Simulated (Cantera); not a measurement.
# Equilibrium for metals in furnace atmospheres: Cu + NH3 + H2

Charge: 1 mol Cu, 2.5 mol NH3, 52 mol H2, at 10.0 mbar.

Method: chemical equilibrium by Gibbs-energy minimisation in Cantera with the NASA 1993 tables (ideal gas, pure condensed phases). Candidate condensed phases: Cu; 11 gas species. Kinetics and transport are ignored.

```
T (K)  log p H2  log p N2  log p Cu  log p H  log p NH3  n Cu(s)  n Cu(l)
-----  --------  --------  --------  -------  ---------  -------  -------
1100      -2.01     -3.66     -9.23    -8.59      -8.34    1.000        0
1125      -2.01     -3.66     -8.87    -8.36      -8.40    1.000        0
1150      -2.01     -3.66     -8.54    -8.13      -8.46    1.000        0
1175      -2.01     -3.66     -8.22    -7.92      -8.51    1.000        0
1200      -2.01     -3.66     -7.91    -7.71      -8.56    1.000        0
1225      -2.01     -3.66     -7.62    -7.51      -8.61    1.000        0
1250      -2.01     -3.66     -7.33    -7.32      -8.66    1.000        0
1275      -2.01     -3.66     -7.06    -7.14      -8.71    1.000        0
1300      -2.01     -3.66     -6.80    -6.96      -8.75    0.999        0
1325      -2.01     -3.66     -6.55    -6.79      -8.79    0.998        0
1350      -2.01     -3.66     -6.31    -6.63      -8.83    0.997        0
1375      -2.01     -3.66     -6.08    -6.47      -8.87        0    0.995
```
log p: log10 of the partial pressure in bar; n: condensed amount in mol.

From 1100 K to 1350 K the condensed part is Cu(s). At 1375 K the condensed part is Cu(l). The main Cu-bearing gas is Cu throughout.
